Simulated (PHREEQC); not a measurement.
A made-up water analysis in mg/L, 20 °C, pH 6.04, pe 11.5: Na 0.0184; K 0.00684; Ca 0.00604; Mg 0.00442; Cl 0.0099; S(6) as SO4 0.0224; Alkalinity as HCO3 0.0515; Cu(2) 0.000761; Ba 2.31e-05; Ni 0.000211.

Cl is adjusted to close the charge balance.
Valence states are taken as typed.

Computed with PHREEQC (ion-association model, wateq4f.dat).

```yaml
ionic_strength: 3.17e-6 mol/kgw
```

```json
[
 {"species": "CO2", "molality": "3.84e-6", "activity": "3.84e-6", "log γ": "0.000"},
 {"species": "HCO3-", "molality": "1.75e-6", "activity": "1.75e-6", "log γ": "-0.001"},
 {"species": "H+", "molality": "9.14e-7", "activity": "9.12e-7", "log γ": "-0.001"},
 {"species": "Na+", "molality": "8.00e-7", "activity": "7.99e-7", "log γ": "-0.001"},
 {"species": "Cl-", "molality": "3.61e-7", "activity": "3.61e-7", "log γ": "-0.001"},
 {"species": "SO4-2", "molality": "2.33e-7", "activity": "2.31e-7", "log γ": "-0.004"},
 {"species": "Mg+2", "molality": "1.82e-7", "activity": "1.80e-7", "log γ": "-0.004"},
 {"species": "K+", "molality": "1.75e-7", "activity": "1.75e-7", "log γ": "-0.001"},
 {"species": "Ca+2", "molality": "1.51e-7", "activity": "1.49e-7", "log γ": "-0.004"},
 {"species": "Cu+2", "molality": "1.15e-8", "activity": "1.14e-8", "log γ": "-0.004"},
 {"species": "OH-", "molality": "7.46e-9", "activity": "7.44e-9", "log γ": "-0.001"},
 {"species": "Ni+2", "molality": "3.59e-9", "activity": "3.56e-9", "log γ": "-0.004"}
]
```

This is a speciation only: nothing precipitates in the calculation.
